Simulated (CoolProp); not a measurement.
A single-stage vapour-compression cycle with R507A: evaporating at 259.15 K (dew point), condensing at 321.15 K (bubble point), superheat 8 K, subcooling 8 K, compressor efficiency 0.8, no pressure losses. Each further row changes one setting.

Model: reference Helmholtz-energy equation of state, Lemmon 2003, in CoolProp. It is a pseudo-pure fit of the blend.

| case | cooling COP | pressure ratio | discharge temperature (K) | refrigerating effect (kJ/kg) | volumetric capacity (kJ/m³) |
|---|---|---|---|---|---|
| as stated | 2.29 | 5.77 | 341.9 | 103 | 1990 |
| evaporating temperature 264.15 K | 2.63 | 4.85 | 340.6 | 106 | 2420 |
| condensing temperature 316.15 K | 2.64 | 5.14 | 336.2 | 111 | 2140 |
| subcooling 13 K | 2.48 | 5.77 | 341.9 | 111 | 2150 |
| superheat 18 K | 2.35 | 5.77 | 351.4 | 112 | 2050 |
| compressor efficiency 0.7 | 2.01 | 5.77 | 347.0 | 103 | 1990 |
